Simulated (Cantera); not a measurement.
Cantera run, input and output.

```python
import numpy as np
import cantera as ct

gas = ct.Solution("h2o2.yaml")
gas.TPX = 1325, 2666, {'H2': 0.0017, 'O2': 1}
reactor = ct.IdealGasConstPressureReactor(gas, energy="off", clone=False)
net = ct.ReactorNet([reactor])
net.rtol, net.atol = 1e-08, 1e-18
show = ['H2', 'O2', 'O', 'H2O', 'H2O2']
times = np.geomspace(0.0006, 20, 9)

steps = ct.SolutionArray(gas, extra=["t"])
rows = []
print(f"{'t/s':>10s}{'T/K':>9s}{'P/Pa':>11s}" + "".join(f"{s:>11s}" for s in show))
for t in times:
    while net.time < t:
        t_next = net.step()
        steps.append(gas.state, t=t_next)
    rows.append([np.interp(t, steps.t, y) for y in (steps.T, steps.P, *steps(*show).X.T)])
    print(f"{t:10.3e}{rows[-1][0]:9.1f}{rows[-1][1]:11.4g}" + "".join(f"{x:11.3e}" for x in rows[-1][2:]))
rate = np.gradient(steps.T, steps.t)
print("integrator steps:", len(steps.t))
if steps.T.max() > steps.T[0] + 200:
    print(f"time of steepest temperature rise: {steps.t[rate.argmax()]:.4e} s")
gas.TPX = 1325, 2666, {'H2': 0.0017, 'O2': 1}
gas.equilibrate("TP")
print(f"equilibrium (TP): T = {gas.T:.1f} K  " + "  ".join(f"{s} {gas[s].X[0]:.3e}" for s in show))
```

Result:

```
       t/s      T/K       P/Pa         H2         O2          O        H2O       H2O2
 6.000e-04   1325.0       2666  1.697e-03  9.983e-01  2.172e-08  6.608e-09  3.097e-12
 2.206e-03   1325.0       2666  1.697e-03  9.983e-01  2.221e-07  1.682e-07  3.080e-11
 8.107e-03   1325.0       2666  1.592e-03  9.982e-01  7.454e-05  7.603e-05  5.773e-10
 2.980e-02   1325.0       2666  1.266e-06  9.967e-01  1.501e-03  1.595e-03  3.640e-09
 1.095e-01   1325.0       2666  1.024e-06  9.969e-01  1.280e-03  1.604e-03  3.395e-09
 4.027e-01   1325.0       2666  6.310e-07  9.975e-01  7.795e-04  1.626e-03  2.707e-09
 1.480e+00   1325.0       2666  1.983e-07  9.980e-01  2.410e-04  1.659e-03  1.349e-09
 5.441e+00   1325.0       2666  3.149e-08  9.982e-01  3.790e-05  1.683e-03  3.159e-10
 2.000e+01   1325.0       2666  4.291e-09  9.983e-01  5.161e-06  1.693e-03  5.142e-11
integrator steps: 1387
equilibrium (TP): T = 1325.0 K  H2 1.403e-09  O2 9.983e-01  O 1.696e-06  H2O 1.695e-03  H2O2 1.830e-11
```

Detailed kinetics in Cantera: the H2/O2 subset of GRI-Mech 3.0, which has no nitrogen chemistry. Radical loss at walls, strong at low pressure, is not modelled.
